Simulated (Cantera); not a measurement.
Feed: 1 mol Si, 2.8 mol Cl₂, 7.1 mol H₂, at 1373.15 K and 1 atm.

Cantera equilibrium calculation (NASA polynomials, part measured and part estimated; ideal gas, pure solids and liquids). The tables' values for SiCl₃ are old estimates; treat these amounts as uncertain. The numbers say what is thermodynamically allowed, not how fast it happens.

```
species    before    after
-------  --------  -------
H₂          0.672    0.708
HCl         0.217    0.180
SiCl₄      0.0784    0.112
SiCl₃      0.0104    <1e-9
SiHCl₃     0.0153  6.24e-6
SiCl₂     0.00641    <1e-9
SiH₂Cl₂  0.000445    <1e-9
```
Gas species are given as mole fractions.

Q: Name the change that produced these shifts.
A) temperature from 1373.15 K to 573 K
B) temperature from 1373.15 K to 1150 K
C) temperature from 1373.15 K to 1323 K
D) H₂ from 7.1 to 1.7 mol

A: A, temperature from 1373.15 K to 573 K
